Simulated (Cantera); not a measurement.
Cantera run, input and output.

```python
import numpy as np
import cantera as ct

gas = ct.Solution("SiF4_NH3_mec.yaml", "gas")
gas.TPX = 2148, 9600, {'NH3': 1, 'N2': 1.7}
inlet = ct.Reservoir(gas, clone=True)

reactor = ct.IdealGasConstPressureReactor(gas, energy="off", clone=False)
exhaust = ct.Reservoir(gas, clone=True)
tau = [4.4, 1.1, 0.27, 0.067, 0.016, 0.0041, 0.001][0]
for a, b in ((inlet, reactor), (reactor, exhaust)):
    ct.MassFlowController(a, b, mdot=lambda t: reactor.mass / tau)
net = ct.ReactorNet([reactor])
show = ['NH3', 'N2H2', 'N2', 'H2', 'N', 'N2H4']

rows = []
print(f"{'tau/s':>10s}{'T/K':>9s}" + "".join(f"{s:>11s}" for s in show))
for tau in [4.4, 1.1, 0.27, 0.067, 0.016, 0.0041, 0.001]:
    net.initial_time = 0.0
    net.advance(30 * tau)
    before = gas.X
    net.advance(40 * tau)
    drift = np.max(np.abs(gas.X - before) / (gas.X + 1e-9))
    rows.append([gas.T, *gas[show].X, drift])
    print(f"{tau:10.3e}{gas.T:9.1f}" + "".join(f"{x:11.3e}" for x in gas[show].X))
```

Result:

```
     tau/s      T/K        NH3       N2H2         N2         H2          N       N2H4
 4.400e+00   2148.0  4.290e-03  3.956e-08  5.943e-01  3.992e-01  3.484e-06  6.982e-11
 1.100e+00   2148.0  2.157e-02  1.940e-07  5.962e-01  3.808e-01  2.980e-06  5.552e-10
 2.700e-01   2148.0  7.515e-02  7.713e-07  6.014e-01  3.223e-01  2.907e-06  3.052e-09
 6.700e-02   2148.0  1.848e-01  2.209e-06  6.118e-01  2.021e-01  2.585e-06  1.097e-08
 1.600e-02   2148.0  2.983e-01  3.959e-06  6.225e-01  7.770e-02  1.624e-06  2.447e-08
 4.100e-03   2148.0  3.493e-01  4.500e-06  6.273e-01  2.178e-02  5.539e-07  3.622e-08
 1.000e-03   2148.0  3.654e-01  3.171e-06  6.288e-01  4.241e-03  1.074e-07  3.130e-08
```

Computed with Cantera and the gas-phase N/H chemistry of the illustrative SiF4/NH3 mechanism in the Surface Chemkin manual (1991). Walls and surfaces, which speed up NH3 decomposition in real reactors, are not modelled.
